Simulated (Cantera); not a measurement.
An adiabatic, constant-pressure homogeneous reactor starts with 19.2 % CH₃OH, 17.0 % O₂, 63.8 % N₂, at 1575 K and 1.01 bar.

Cantera simulation using GRI-Mech 3.0 (53 species, 325 reactions); the numbers are that mechanism's predictions, not measurements. GRI-Mech 3.0 was tuned for natural gas; its chemistry of methanol as a main component is partial and can be far from experiment.

x: mole fraction; the columns are a selection and need not sum to one.

```tsv
t (s)	T (K)	x CH₃OH	x O₂	x CO₂	x HCO	x NO	x CH₂O	x HO₂
3.00e-6	1575	0.192	0.169	4.81e-6	___	<1e-12	0.000107	7.10e-5
9.49e-6	1575	0.192	0.169	1.55e-5	___	<1e-12	0.000437	0.000254
3.00e-5	1577	0.189	0.168	5.04e-5	___	3.29e-12	0.00276	0.000790
9.49e-5	1958	0.0394	0.0826	0.00399	___	8.72e-9	0.0424	0.00406
0.000300	2620	<1e-12	0.00256	0.0431	___	0.000160	3.07e-9	1.21e-6
0.000949	2700	<1e-12	0.00147	0.0435	2.01e-7	0.000598	3.75e-9	8.26e-7
0.00300	2697	<1e-12	0.00140	0.0433	1.99e-7	0.00150	3.79e-9	7.87e-7
0.00949	2695	<1e-12	0.00136	0.0432	1.99e-7	0.00205	3.80e-9	7.68e-7
0.0300	2695	<1e-12	0.00136	0.0432	1.99e-7	0.00206	3.80e-9	7.67e-7
0.0949	2695	<1e-12	0.00136	0.0432	1.99e-7	0.00206	3.80e-9	7.67e-7
0.300	2695	<1e-12	0.00136	0.0432	1.99e-7	0.00206	3.80e-9	7.67e-7
```

Q: What belongs in the gaps?

A: 
- 3.00e-6, x HCO: 4.74e-9
- 9.49e-6, x HCO: 3.31e-8
- 3.00e-5, x HCO: 5.26e-7
- 9.49e-5, x HCO: 0.000675
- 0.000300, x HCO: 2.53e-7
